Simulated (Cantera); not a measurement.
A perfectly stirred reactor is fed with 25.0 % CO, 0.774 % H2, 7.57 % O2, 60.7 % N2, 5.99 % H2O, at 79000 Pa; it is adiabatic with a 398 K inlet, and is followed from long to short residence time, starting on the burning branch (τ in s: 0.26, 0.11, 0.049, 0.021, 0.0092, 0.004, 0.0017, 0.00075, 0.00032, 0.00014, 6.1e-05, 2.6e-05, 1.1e-05).

Computed with Cantera and GRI-Mech 3.0 (53 species, 325 reactions).

Question: Predict: blow-out, bracketed by the residence times tried; x(CO) at τ = 0.260 s; x(H2) at τ = 0.260 s; x(O2) at τ = 0.260 s; x(N2O) at τ = 0.260 s; x(H) at τ = 0.260 s; x(CO) at τ = 1.70 ms; x(H2) at τ = 1.70 ms; x(O2) at τ = 1.70 ms; x(N2O) at τ = 1.70 ms; x(H) at τ = 1.70 ms.

Answer: 
```
Item                                                                             Value
------------------------------------------------  ------------------------------------
blow-out, bracketed by the residence times tried  burning at 0.750 ms, out at 0.320 ms
x(CO) at τ = 0.260 s                                                             0.103
x(H2) at τ = 0.260 s                                                            0.0115
x(O2) at τ = 0.260 s                                                          0.000113
x(N2O) at τ = 0.260 s                                                          3.93e-9
x(H) at τ = 0.260 s                                                            0.00132
x(CO) at τ = 1.70 ms                                                             0.108
x(H2) at τ = 1.70 ms                                                            0.0111
x(O2) at τ = 1.70 ms                                                           0.00482
x(N2O) at τ = 1.70 ms                                                          2.59e-8
x(H) at τ = 1.70 ms                                                             0.0127
```
